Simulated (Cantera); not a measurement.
A closed system holds: 1 mol SiHCl3, 1.1 mol HCl, 220 mol N2, at 133 Pa.

Equilibrium computed with Cantera from the NASA thermochemical tables; the gas is ideal and each condensed phase is pure. Candidate condensed phases: NH4Cl, Si, Si3N4; 28 gas species. The tables' values for SiCl3 are old estimates; treat these amounts as uncertain. Equilibrium is a limit: real reactors are often held back by kinetics, nucleation or transport. All values below are at 1375 K.

Base state: N2 0.986, HCl 0.00865, SiCl2 0.00393, SiCl3 0.000383, H2 0.000379, SiCl4 0.000172, Cl 3.45e-5 (mole fractions); condensed: gas only.

What changes in the equilibrium state with this change: 0.6 mol NH3 added?


```tsv
species	before	after
N2	0.986	0.982
HCl	0.00865	0.0120
SiCl2	0.00393	0.00284
H2	0.000379	0.00268
SiCl4	0.000172	3.39e-5
SiCl3	0.000383	0.000145
Cl	3.45e-5	1.81e-5
Si3N4(s), mol	0	0.108
```

What changes in the equilibrium state with this change: SiHCl3 replaced by SiCl4?


| species | before | after |
|---|---|---|
| N2 | 0.986 | 0.990 |
| HCl | 0.00865 | 0.00495 |
| SiCl4 | 0.000172 | 0.00392 |
| SiCl2 | 0.00393 | 0.000184 |
| H2 | 0.000379 | 2.55e-7 |
| Cl | 3.45e-5 | 0.000762 |
